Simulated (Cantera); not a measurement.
**Metals in furnace atmospheres: Cu + CO2 + H2**

Feed: 1 mol Cu, 1.6 mol CO2, 13 mol H2, held at 1.33 mbar.

These are equilibrium values from Cantera (NASA tables, ideal gas, pure condensed phases), not measurements of a reactor. Candidate condensed phases: C, C6H6, C7H8, C8H18, Cu, CuO, Cu(OH)2, Cu2O, H2O; 113 gas species. The numbers say what is thermodynamically allowed, not how fast it happens.

From 1073 K to 1273 K the condensed part is Cu(s). From 1373 K to 1573 K the condensed part is Cu(l). From 1673 K to 1773 K nothing is condensed. The main Cu-bearing gas is Cu throughout.

| T (K) | log p H2 | log p CO | log p H2O | log p Cu | log p CO2 | n Cu(s) | n Cu(l) |
|---|---|---|---|---|---|---|---|
| 1073 | -2.98 | -3.89 | -3.89 | -9.62 | -4.77 | 1.000 | 0 |
| 1173 | -2.98 | -3.88 | -3.88 | -8.24 | -4.88 | 1.000 | 0 |
| 1273 | -2.98 | -3.87 | -3.87 | -7.08 | -4.98 | 0.999 | 0 |
| 1373 | -2.98 | -3.86 | -3.86 | -6.10 | -5.06 | 0 | 0.991 |
| 1473 | -2.98 | -3.86 | -3.86 | -5.29 | -5.13 | 0 | 0.943 |
| 1573 | -2.99 | -3.86 | -3.86 | -4.58 | -5.20 | 0 | 0.703 |
| 1673 | -3.01 | -3.88 | -3.88 | -4.07 | -5.27 | 0 | 0 |
| 1773 | -3.01 | -3.88 | -3.88 | -4.07 | -5.32 | 0 | 0 |
log p: log10 of the partial pressure in bar; n: condensed amount in mol.
